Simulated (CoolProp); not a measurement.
Vapour-liquid equilibrium of n-hexane (1) + benzene (2) at 96.7 kPa; x and y are mole fractions of (1).

Computed with CoolProp (multi-fluid Helmholtz-energy mixture model, Thol 2019 and Thol 2012; pair parameters Bell 2016).

Give the bubble temperature and the first vapour's composition at x = 0.125, 0.35, 0.65. Is there an azeotrope?

x = 0.125: 347.5 K, y = 0.223; x = 0.35: 343.4 K, y = 0.460; x = 0.65: 341.0 K, y = 0.691. y crosses x between x = 0.875 and 0.95: the model has an azeotrope there.

The pair parameters rest on a limited set of measurements; away from them the model extrapolates.
